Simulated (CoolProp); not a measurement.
Vapour-liquid equilibrium of toluene (1) + n-nonane (2) at 61.45 °C; x and y are mole fractions of (1).

Model: multi-fluid Helmholtz-energy mixture model, Lemmon 2006 and Lemmon 2006; pair parameters Bell 2016, in CoolProp.

```tsv
x	bubble pressure (MPa)	y at the bubble point	dew pressure at overall composition x (MPa)	liquid density (mol/L)
0.05	0.005425	0.252	0.004453	5.456
0.15	0.007608	0.519	0.004887	5.698
0.25	0.009566	0.658	0.005413	5.961
0.35	0.01130	0.743	0.006066	6.248
0.45	0.01282	0.802	0.006893	6.561
0.55	0.01419	0.846	0.007972	6.905
0.65	0.01544	0.883	0.009429	7.284
0.75	0.01663	0.916	0.01146	7.704
0.85	0.01781	0.948	0.01432	8.173
0.95	0.01901	0.982	0.01787	8.697
```

No azeotrope shows between x = 0.05 and 0.95.

The pair parameters rest on a limited set of measurements; away from them the model extrapolates.
